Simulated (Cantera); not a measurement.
A perfectly stirred reactor is fed with CH4 : N2 = 1 : 190 (molar parts), at 1.13 Torr; it is held at 1648 K, and followed from long to short residence time.

Cantera simulation using GRI-Mech 3.0 (53 species, 325 reactions); the numbers are that mechanism's predictions, not measurements. GRI-Mech 3.0 stops at C3 and has no aromatics, soot or wall deposition, so with more carbon than oxygen in the feed, carbon stays in small species such as C2H2 where larger ones or solid carbon would form. Radical loss at walls, strong at low pressure, is not modelled.

Question: What does this change do: temperature 1648 to 1450 K?

Answer: 
| quantity | before | after |
|---|---|---|
| x(CH4) at τ = 15.0 s | 0.00235 | 0.00513 |
| x(HCN) at τ = 15.0 s | 1.94e-6 | 1.26e-10 |
| x(CH2) at τ = 15.0 s | 2.06e-7 | 3.98e-9 |
| x(H) at τ = 15.0 s | 1.16e-5 | 7.94e-8 |
| x(CH3) at τ = 15.0 s | 0.000114 | 2.49e-5 |
| x(CH4) at τ = 42.0 ms | 0.00523 | 0.00524 |
| x(HCN) at τ = 42.0 ms | <1e-12 | <1e-12 |
| x(CH2) at τ = 42.0 ms | 1.85e-10 | <1e-12 |
| x(H) at τ = 42.0 ms | 1.52e-7 | 5.83e-9 |
| x(CH3) at τ = 42.0 ms | 3.01e-6 | 7.05e-8 |

Question: What does this change do: pressure from 1.13 Torr to 750 Torr?

Answer: 
| quantity | before | after |
|---|---|---|
| x(CH4) at τ = 15.0 s | 0.00235 | 0.000261 |
| x(HCN) at τ = 15.0 s | 1.94e-6 | 1.88e-5 |
| x(CH2) at τ = 15.0 s | 2.06e-7 | 5.28e-9 |
| x(H) at τ = 15.0 s | 1.16e-5 | 7.56e-6 |
| x(CH3) at τ = 15.0 s | 0.000114 | 5.37e-6 |
| x(CH4) at τ = 42.0 ms | 0.00523 | 0.00310 |
| x(HCN) at τ = 42.0 ms | <1e-12 | 3.58e-7 |
| x(CH2) at τ = 42.0 ms | 1.85e-10 | 6.16e-8 |
| x(H) at τ = 42.0 ms | 1.52e-7 | 3.80e-6 |
| x(CH3) at τ = 42.0 ms | 3.01e-6 | 6.86e-5 |

Question: What does this change do: CH4 1 to 0.3 parts?

Answer: 
```json
[
 {"quantity": "x(CH4) at τ = 15.0 s", "before": "0.00235", "after": "0.000823"},
 {"quantity": "x(HCN) at τ = 15.0 s", "before": "1.94e-6", "after": "1.60e-6"},
 {"quantity": "x(CH2) at τ = 15.0 s", "before": "2.06e-7", "after": "1.26e-7"},
 {"quantity": "x(H) at τ = 15.0 s", "before": "1.16e-5", "after": "4.80e-6"},
 {"quantity": "x(CH3) at τ = 15.0 s", "before": "0.000114", "after": "5.62e-5"},
 {"quantity": "x(CH4) at τ = 42.0 ms", "before": "0.00523", "after": "0.00158"},
 {"quantity": "x(HCN) at τ = 42.0 ms", "before": "<1e-12", "after": "<1e-12"},
 {"quantity": "x(CH2) at τ = 42.0 ms", "before": "1.85e-10", "after": "6.55e-11"},
 {"quantity": "x(H) at τ = 42.0 ms", "before": "1.52e-7", "after": "1.23e-7"},
 {"quantity": "x(CH3) at τ = 42.0 ms", "before": "3.01e-6", "after": "8.23e-7"}
]
```
